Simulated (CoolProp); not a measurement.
Vapour-liquid equilibrium of n-perfluoropentane (1) + n-pentane (2) at 0.207 MPa; x and y are mole fractions of (1).

Values from CoolProp's multi-fluid Helmholtz-energy mixture model, Gao 2022 and Thol 2019; pair parameters Bell 2016.

```
x      bubble temperature, mixture model (°C)  bubble temperature, Raoult's law (°C)  y, mixture model  y, Raoult's law
-----  --------------------------------------  -------------------------------------  ----------------  ---------------
0.05                                     49.4                                   58.3             0.265            0.063
0.125                                    43.1                                   57.6             0.421            0.155
0.2                                      40.9                                   56.9             0.477            0.243
0.275                                    40.2                                   56.2             0.498            0.328
0.35                                     39.9                                   55.5             0.507            0.409
0.425                                    39.8                                   54.9             0.513            0.487
0.5                                      39.8                                   54.3             0.520            0.562
0.575                                    39.8                                   53.6        (withheld)            0.635
0.65                                     40.0                                   53.0             0.554            0.704
0.725                                    40.6                                   52.5             0.590            0.772
0.8                                (withheld)                                   51.9             0.647            0.837
0.875                                    44.0                                   51.3        (withheld)            0.900
0.95                                     47.3                                   50.8             0.872            0.961
```

Question: Fill in the missing entries.

Answer: 
- 0.575, y, mixture model: 0.533
- 0.8, bubble temperature, mixture model (°C): 41.8
- 0.875, y, mixture model: 0.735

The largest gap from Raoult's law is -16.0 K in bubble temperature, at x = 0.275. y crosses x between x = 0.5 and 0.575: the model has an azeotrope there.

The pair parameters rest on a limited set of measurements; away from them the model extrapolates. With so large a gap from Raoult's law the liquid may split in two, which this calculation doesn't test in full.
